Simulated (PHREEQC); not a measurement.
Dissolve 0.53 mol/kgw NH3 and 0.0015 mol/kgw K2SiO3 at 25 °C. Closed to the air; pH follows from the charge balance.

The numbers come from PHREEQC with the ion-association model, wateq4f.dat.

**Question.** The ionic strength comes out as 0.00568 mol/kgw. What activity coefficients do H2SiO4-2, OH-, H3SiO4-, K+, NH4+ get?

**Answer.** H2SiO4-2 0.73, OH- 0.92, H3SiO4- 0.92, K+ 0.92, NH4+ 0.92.

This is a speciation only: nothing precipitates in the calculation.
